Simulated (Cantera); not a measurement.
Input: 1 mol Cr, 4.1 mol N₂.

Cantera equilibrium calculation (NASA polynomials, part measured and part estimated; ideal gas, pure solids and liquids). Candidate condensed phases: Cr, CrN, Cr₂N; 4 gas species. Rates play no part.

What condenses at these points (T in °C, P in Pa): (1075, 4600); (925, 22); (975, 3.6); (675, 170000); (825, 3.6); (725, 28000)?


```json
[
 {"T (°C)": "1075", "P in Pa": "4600", "condensed phases": "Cr₂N", "Cr condensed (%)": "100.0"},
 {"T (°C)": "925", "P in Pa": "22", "condensed phases": "Cr", "Cr condensed (%)": "100.0"},
 {"T (°C)": "975", "P in Pa": "3.6", "condensed phases": "Cr", "Cr condensed (%)": "100.0"},
 {"T (°C)": "675", "P in Pa": "170000", "condensed phases": "CrN", "Cr condensed (%)": "100.0"},
 {"T (°C)": "825", "P in Pa": "3.6", "condensed phases": "Cr", "Cr condensed (%)": "100.0"},
 {"T (°C)": "725", "P in Pa": "28000", "condensed phases": "CrN", "Cr condensed (%)": "100.0"}
]
```
